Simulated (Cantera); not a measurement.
Input: 1 mol Nb, 0.58 mol H2O, 36 mol H2, held at 1648 K and 1.20 Pa.

These are equilibrium values from Cantera (NASA tables, ideal gas, pure condensed phases), not measurements of a reactor. Candidate condensed phases: H2O, Nb, NbO, NbO2, Nb2O5; 12 gas species. Mutual solubility and eutectic melting of coexisting phases are not modelled. NbO: taken at fixed stoichiometry. Condensed phases not in the tables: N, O or C dissolved in the metal. Kinetics and transport are ignored.

Base state: H2 0.974, H 0.0254, H2O 0.000190, NbO2 1.76e-5 (mole fractions); condensed: Nb(s) + NbO(s).

**Question.** What changes in the equilibrium state with this change: pressure from 1.20 Pa to 0.100 bar?

**Answer.** 
```csv
species,before,after
H2,0.974,1.000
H,0.0254,0.000282
H2O,0.000190,0.000194
NbO2,1.76e-5,2.11e-9
"Nb(s), mol",0.428,0.427
"NbO(s), mol",0.571,0.573
```

**Question.** What changes in the equilibrium state with this change: temperature from 1648 K to 1498.15 K?

**Answer.** 
```csv
species,before,after
H2,0.974,0.995
H,0.0254,0.00496
H2O,0.000190,5.94e-5
NbO2,1.76e-5,1.98e-7
"Nb(s), mol",0.428,0.422
"NbO(s), mol",0.571,0.578
```

**Question.** What changes in the equilibrium state with this change: pressure from 1.20 Pa to 0.300 bar?

**Answer.** 
| species | before | after |
|---|---|---|
| H2 | 0.974 | 1.000 |
| H2O | 0.000190 | 0.000194 |
| H | 0.0254 | 0.000163 |
| NbO2 | 1.76e-5 | <1e-9 |
| Nb(s), mol | 0.428 | 0.427 |
| NbO(s), mol | 0.571 | 0.573 |
